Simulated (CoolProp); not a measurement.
The numbers come from the reference Helmholtz-energy equation of state, Lemmon 2016 in CoolProp.

**Question.** For R227EA, give the phase and the cp (kJ/(kg K)) at 201.85 °C and 0.0561 MPa.

**Answer.** 
- 201.85 °C and 0.0561 MPa: gas; cp 1.03
